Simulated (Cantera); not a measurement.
Cantera run:

```python
import numpy as np
import cantera as ct

gas_names = """
    Cu CuF CuF2 Cu2 F F2 N NF NF2 NF3 N2
""".split()
cond_names = """
    Cu(cr) Cu(L) CuF2(s) CuF2(L)
""".split()


def load(file, names, dense=False):
    # The tables refer to 1 bar. Condensed volumes are neglected.
    table = {s.name: s for s in ct.Species.list_from_file(file)}
    out = []
    for n in names:
        d = dict(table[n].input_data)
        d["thermo"] = dict(d["thermo"], **{"reference-pressure": 1e5})
        if dense:
            d["equation-of-state"] = {"model": "constant-volume", "density": "1e6 g/cm^3"}
        out.append(ct.Species.from_dict(d))
    return out


gas = ct.Solution(thermo="ideal-gas", species=load("nasa_gas.yaml", gas_names))
cond = {s.name: ct.Solution(thermo="fixed-stoichiometry", species=[s], name=s.name)
        for s in load("nasa_condensed.yaml", cond_names, dense=True)}
atoms = {
    'Cu': {'Cu': 1},
    'F2': {'F': 2},
    'N2': {'N': 2},
}
top_T = {}  # K; cautious upper limits of use, not melting points


def equilibrate(T, P, feed):
    n = {}
    for name, mol in feed.items():
        for a, k in atoms[name].items():
            n[a] = n.get(a, 0.0) + k * mol
    gas.TPX = T, P, n
    mass = sum(n.values()) * gas.mean_molecular_weight
    gas.equilibrate("TP")
    valid = [c for c in cond.values() if c.min_temp <= T <= top_T.get(c.name, c.max_temp)]
    mix = ct.Mixture([(gas, mass / gas.mean_molecular_weight)] + [(c, 0.0) for c in valid])
    mix.T, mix.P = T, P
    mix.equilibrate("TP", solver="vcs", rtol=1e-11, max_steps=5000)
    return mix


results = []
feed = {'Cu': 1, 'F2': 5.3, 'N2': 2.2}  # mol
P = 10000  # Pa
for T in [873, 923, 973, 1023, 1073, 1123, 1173, 1223, 1273, 1323, 1373]:
    mix = equilibrate(T, P, feed)
    results.append((T, P, feed, dict(zip(mix.species_names, mix.species_moles))))

top = {s: max(r[3][s] / sum(r[3][g] for g in gas_names) for r in results) for s in gas_names}
cols = sorted((s for s in top if top[s] > 1e-05), key=lambda s: -top[s])[:7]
seen = [c for c in cond_names if any(r[3].get(c, 0) > 1e-12 for r in results)]
print("log10 of partial pressures in bar; condensed amounts in mol")
print(f"{'T/K':>10s}" + "".join(f"{s[:9]:>10s}" for s in cols + seen))
for T, P, feed, n in results:
    ng = sum(n[g] for g in gas_names)
    print(f"{T:10.4g}" + "".join(f"{np.log10(max(n[s] / ng * P / 1e5, 1e-99)):10.3f}" for s in cols)
          + "".join(f"{n.get(c, 0):10.4g}" for c in seen))
```

Result:

```
log10 of partial pressures in bar; condensed amounts in mol
       T/K         F        F2        N2       NF3      CuF2   CuF2(s)   CuF2(L)
       873    -2.266    -1.266    -1.502    -2.054    -6.858         1         0
       923    -1.997    -1.260    -1.500    -2.466    -6.028    0.9999         0
       973    -1.773    -1.292    -1.512    -2.896    -5.288    0.9996         0
      1023    -1.588    -1.354    -1.532    -3.337    -4.624    0.9982         0
      1073    -1.439    -1.447    -1.559    -3.798    -4.027    0.9925         0
      1123    -1.324    -1.576    -1.590    -4.285    -3.518         0    0.9741
      1173    -1.243    -1.742    -1.621    -4.802    -3.137         0     0.933
      1223    -1.190    -1.939    -1.650    -5.345    -2.792         0    0.8412
      1273    -1.163    -2.163    -1.676    -5.906    -2.476         0    0.6518
      1323    -1.156    -2.407    -1.702    -6.482    -2.189         0    0.2819
      1373    -1.155    -2.644    -1.720    -7.027    -2.062         0         0
```

Equilibrium computed with Cantera from the NASA thermochemical tables; the gas is ideal and each condensed phase is pure.
